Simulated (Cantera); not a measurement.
**Thermodynamics of hydrogen reduction and annealing atmospheres, feed TiO₂ + H₂**

A closed system holds: 1 mol TiO₂, 600 mol H₂, held at 101000 Pa.

Equilibrium computed with Cantera from the NASA thermochemical tables; the gas is ideal and each condensed phase is pure. Candidate condensed phases: H₂O, Ti, TiO, TiO₂, Ti₂O₃, Ti₃O₅, Ti₄O₇; 12 gas species. Mutual solubility and eutectic melting of coexisting phases are not modelled. Rates play no part.

```
T (K)  log p H₂  log p H₂O  log p H  log p OH  n Ti₃O₅(s)  n Ti₂O₃(s)
-----  --------  ---------  -------  --------  ----------  ----------
1325       0.01      -3.25    -5.78    -10.87       0.333           0
1375       0.01      -3.25    -5.46    -10.46       0.333           0
1425       0.01      -3.25    -5.16    -10.08       0.333           0
1475       0.01      -3.25    -4.88     -9.72       0.333           0
1525       0.01      -3.25    -4.62     -9.39       0.333           0
1575       0.01      -3.25    -4.38     -9.07       0.333           0
1625       0.01      -3.15    -4.15     -8.68       0.157       0.264
1675       0.01      -3.07    -3.93     -8.33           0       0.500
```
log p: log10 of the partial pressure in bar; n: condensed amount in mol.

From 1325 K to 1575 K the condensed part is Ti₃O₅(s). At 1625 K the condensed part is Ti₂O₃(s) + Ti₃O₅(s). At 1675 K the condensed part is Ti₂O₃(s).
